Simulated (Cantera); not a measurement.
Input: 1 mol Si, 5.2 mol Cl2, 0.11 mol N2, at 525 K and 750 Pa.

Method: chemical equilibrium by Gibbs-energy minimisation in Cantera with the NASA 1993 tables (ideal gas, pure condensed phases). Candidate condensed phases: Si, Si3N4; 13 gas species. The numbers say what is thermodynamically allowed, not how fast it happens.

Base state: Cl2 0.742, SiCl4 0.232, N2 0.0255 (mole fractions); condensed: gas only.

Task: What changes in the equilibrium state with this change: temperature from 525 K to 1025 K?

Result: 
```json
[
 {"species": "Cl2", "before": "0.742", "after": "0.738"},
 {"species": "SiCl4", "before": "0.232", "after": "0.231"},
 {"species": "N2", "before": "0.0255", "after": "0.0255"},
 {"species": "Cl", "before": "5.82e-9", "after": "0.00555"}
]
```
